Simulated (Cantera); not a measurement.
An isothermal, constant-pressure homogeneous reactor starts with H2 : O2 : N2 = 0.14 : 1 : 4.5 (molar parts), equivalence ratio 0.070, at 1100 K and 100.0 Torr.

Model: GRI-Mech 3.0 (53 species, 325 reactions), integrated in Cantera.

x: mole fraction; the columns are a selection and need not sum to one.

| t (s) | x H2 | x O2 | x OH | x NO | x HO2 | x H2O |
|---|---|---|---|---|---|---|
| 0.000100 | 0.0248 | 0.177 | 2.57e-10 | <1e-12 | 5.53e-10 | 5.86e-10 |
| 0.000282 | 0.0248 | 0.177 | 5.16e-9 | <1e-12 | 2.56e-9 | 2.04e-8 |
| 0.000795 | 0.0248 | 0.177 | 1.17e-5 | <1e-12 | 2.29e-6 | 4.96e-5 |
| 0.00224 | 0.000769 | 0.165 | 0.000816 | 3.33e-7 | 9.55e-6 | 0.0229 |
| 0.00631 | 8.27e-5 | 0.167 | 0.000214 | 3.96e-7 | 4.49e-6 | 0.0249 |
| 0.0178 | ? | 0.167 | ? | 3.95e-7 | ? | 0.0251 |
| 0.0502 | 1.19e-6 | 0.167 | 2.71e-5 | 3.93e-7 | 2.63e-7 | 0.0251 |
| 0.141 | 1.73e-7 | 0.167 | 1.22e-5 | 3.93e-7 | 6.02e-8 | 0.0251 |
| 0.399 | 3.48e-8 | 0.167 | 6.16e-6 | 3.94e-7 | 1.62e-8 | 0.0251 |
| 1.12 | 9.13e-9 | 0.167 | 3.34e-6 | 3.95e-7 | 4.97e-9 | 0.0251 |
| 3.17 | 2.77e-9 | 0.167 | 1.89e-6 | 3.96e-7 | 1.82e-9 | 0.0251 |
| 8.93 | 9.27e-10 | 0.167 | 1.11e-6 | 3.96e-7 | 9.83e-10 | 0.0251 |
| 25.2 | 3.70e-10 | 0.167 | 6.98e-7 | 3.96e-7 | 9.09e-10 | 0.0251 |
| 71.0 | 2.37e-10 | 0.167 | 5.52e-7 | 3.95e-7 | 9.99e-10 | 0.0251 |
| 200 | 2.26e-10 | 0.167 | 5.37e-7 | 3.95e-7 | 1.01e-9 | 0.0251 |

Task: What belongs in the gaps?

Result: 
- 0.0178, x H2: 9.63e-6
- 0.0178, x OH: 6.94e-5
- 0.0178, x HO2: 1.23e-6
